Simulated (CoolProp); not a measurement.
A simple Rankine cycle with n-hexane: condensing at 323.15 K, boiler at 0.814 MPa, turbine inlet 432.2 K, turbine efficiency 0.6, pump efficiency 0.6, no recuperator. Each further row changes one setting.

The numbers come from the reference Helmholtz-energy equation of state, Thol 2019 in CoolProp.

| case | thermal efficiency (%) | net work (kJ/kg) | heat in (kJ/kg) | turbine exit temperature (K) | volume ratio over the turbine |
|---|---|---|---|---|---|
| as stated | 10.4 | 56.3 | 542 | 393.1 | … |
| turbine inlet 452.2 K | … | 60.2 | 592 | … | 16.2 |
| condensing temperature 315.15 K | 11.1 | 62.5 | … | 389.9 | 22.4 |
| boiler pressure 0.57 MPa | 9.2 | 51.1 | … | 400.6 | … |
| turbine efficiency 0.5 | 8.6 | 46.6 | 542 | 397.7 | 17.0 |

### Question
Some entries are withheld; supply them.

### Answer

- as stated, volume ratio over the turbine: 16.8
- turbine inlet 452.2 K, thermal efficiency (%): 10.2
- turbine inlet 452.2 K, turbine exit temperature (K): 414.7
- condensing temperature 315.15 K, heat in (kJ/kg): 561
- boiler pressure 0.57 MPa, heat in (kJ/kg): 553
- boiler pressure 0.57 MPa, volume ratio over the turbine: 11.0
